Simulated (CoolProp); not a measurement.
Vapour-liquid equilibrium of CHF3 (R23) (1) + R134a (2) at 244.4 K; x and y are mole fractions of (1).

The numbers come from the multi-fluid Helmholtz-energy mixture model, Penoncello 2003 and Tillner-Roth 1994; pair parameters Bell 2016 in CoolProp.

| x | bubble pressure, mixture model (kPa) | bubble pressure, Raoult's law (kPa) | y, mixture model | y, Raoult's law |
|---|---|---|---|---|
| 0.05 | 130.9 | 137.6 | 0.338 | 0.382 |
| 0.15 | 214.4 | 233.7 | 0.626 | 0.674 |
| 0.25 | 299.8 | 329.8 | 0.755 | 0.796 |
| 0.35 | 387.7 | 426.0 | 0.830 | 0.863 |
| 0.45 | 478.8 | 522.1 | 0.879 | 0.906 |
| 0.55 | 573.6 | 618.2 | 0.914 | 0.935 |
| 0.65 | 672.1 | 714.4 | 0.941 | 0.956 |
| 0.75 | 774.6 | 810.5 | 0.962 | 0.972 |
| 0.85 | 881.3 | 906.6 | 0.979 | 0.985 |
| 0.95 | 992.9 | 1003 | 0.993 | 0.996 |

The largest gap from Raoult's law is -9.1 % in bubble pressure, at x = 0.25. No azeotrope shows between x = 0.05 and 0.95.

The pair parameters rest on a limited set of measurements; away from them the model extrapolates.
